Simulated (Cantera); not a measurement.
Charge: 1 mol CH₃SiCl₃, 1.2 mol C₂H₄, 30 mol H₂, held at 75.0 Torr.

Method: chemical equilibrium by Gibbs-energy minimisation in Cantera with the NASA 1993 tables (ideal gas, pure condensed phases). Candidate condensed phases: C, C₆H₆, C₇H₈, C₈H₁₈, Si, SiC; 109 gas species. The feed counts by its element totals alone. Gases not in the tables: Si₂H₆ and higher silanes. Equilibrium is a limit: real reactors are often held back by kinetics, nucleation or transport.

Which condensed phases are stable at each of these points (T (K)): 1623, 1723, 1823, 1923, 2023, 2123, 2223, 2323, 2423, 2523?


| T (K) | condensed phases | Si condensed (%) |
|---|---|---|
| 1623 | C(graphite) + SiC(s) | 98.9 |
| 1723 | C(graphite) + SiC(s) | 98.4 |
| 1823 | C(graphite) + SiC(s) | 97.8 |
| 1923 | C(graphite) + SiC(s) | 97.1 |
| 2023 | C(graphite) + SiC(s) | 96.1 |
| 2123 | C(graphite) + SiC(s) | 94.5 |
| 2223 | C(graphite) + SiC(s) | 91.3 |
| 2323 | C(graphite) + SiC(s) | 83.0 |
| 2423 | C(graphite) + SiC(s) | 60.2 |
| 2523 | C(graphite) | 0.0 |

From 1623 K to 2423 K the condensed part is C(graphite) + SiC(s). At 2523 K the condensed part is C(graphite).
